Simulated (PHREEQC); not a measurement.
Dissolve 120 mmol/kgw NaHS and 0.47 mmol/kgw HCl at 25 °C. Closed to the air; pH follows from the charge balance.

Model: ion-association model, wateq4f.dat, run in PHREEQC.

No solid was allowed to form.

Predict the pH, ionic strength.

pH 9.15; ionic strength 0.120 mol/kgw.

The polysulfide entries of wateq4f.dat were taken out for this run.
